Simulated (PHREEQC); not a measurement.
**Hard or scaling water (model solution)**

Consider water at 25 °C with 22 mmol/kgw MgCl2, 2 mmol/kgw NaHCO3 and 0.56 mmol/kgw NaCl. Closed to the air; pH follows from the charge balance.

Model: Pitzer model, pitzer.dat, run in PHREEQC.

Each row changes one thing in this solution. Precipitation was switched off in this run.

| case | pH | ionic strength (mol/kgw) | CO2 (mol/kgw) | CO3-2 (mol/kgw) | SI of Halite (NaCl) |
|---|---|---|---|---|---|
| as made | 7.80 | 0.0685 | 5.06e-5 | 1.36e-5 | -5.71 |
| temperature from 25 to 15 °C | 7.91 | 0.0685 | 4.65e-5 | 1.37e-5 | -5.69 |
| MgCl2 left out | ___ | 0.00258 | 2.24e-5 | 2.05e-5 | -7.47 |
| temperature from 25 to 50 °C | 7.62 | 0.0684 | 6.52e-5 | 1.29e-5 | ___ |
| temperature from 25 to 30 °C | 7.76 | 0.0685 | 5.30e-5 | 1.35e-5 | ___ |
| NaCl left out | 7.80 | 0.0679 | 5.06e-5 | 1.35e-5 | ___ |

What belongs in the gaps?


- MgCl2 left out, pH: 8.27
- temperature from 25 to 50 °C, SI of Halite (NaCl): -5.76
- temperature from 25 to 30 °C, SI of Halite (NaCl): -5.73
- NaCl left out, SI of Halite (NaCl): -5.83

Species that the database lacks are ignored. Some of these states are supersaturated (in Magnesite (slow to form), for instance). At this temperature some constants are extrapolated from 25 °C, and those without enthalpy data are left unchanged.
